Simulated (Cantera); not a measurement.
A counterflow diffusion flame at 0.870 bar, nozzles 20 mm apart: fuel side CO : H2 : CH4 : N2 = 1 : 0.097 : 0.17 : 0.25 (molar parts) at 450 K, oxidiser side O2 : N2 = 0.24 : 0.76 (molar parts) at 725 K, fuel mass flux 1.3 times the oxidiser's; mixture-averaged transport, no radiation.

Cantera simulation using GRI-Mech 3.0 (53 species, 325 reactions); the numbers are that mechanism's predictions, not measurements. GRI-Mech 3.0 has no aromatics or soot, which form on the fuel side of real flames. The maximum strain rate includes the flame's own expansion and is several times the mean.

x: mole fraction; the columns are a selection and need not sum to one.

```tsv
oxidiser flux (kg/m²/s)	max strain (1/s)	mean strain (1/s)	T max (K)	peak x OH	peak x H	peak x NO	peak x CO	peak x C2H2
0.52	408	120	2140	0.00985	0.00777	0.000214	0.660	0.00400
0.71	546	164	2106	0.00974	0.00838	0.000184	0.660	0.00403
0.97	733	224	2073	0.00956	0.00898	0.000158	0.660	0.00399
1.3	(withheld)	301	2044	0.00933	0.00952	(withheld)	0.660	0.00388
1.8	1320	416	2015	0.00908	0.0101	0.000113	0.660	0.00367
2.4	1740	555	1989	0.00877	0.0105	9.41e-5	0.660	0.00338
3.3	(withheld)	764	1957	0.00833	0.0109	(withheld)	0.660	(withheld)
4.5	3170	1040	1921	0.00776	0.0110	5.40e-5	0.660	0.00237
```

Task: Complete the blanks.

Result: 
- 1.3, max strain (1/s): 968
- 1.3, peak x NO: 0.000136
- 3.3, max strain (1/s): 2360
- 3.3, peak x NO: 7.33e-5
- 3.3, peak x C2H2: 0.00293
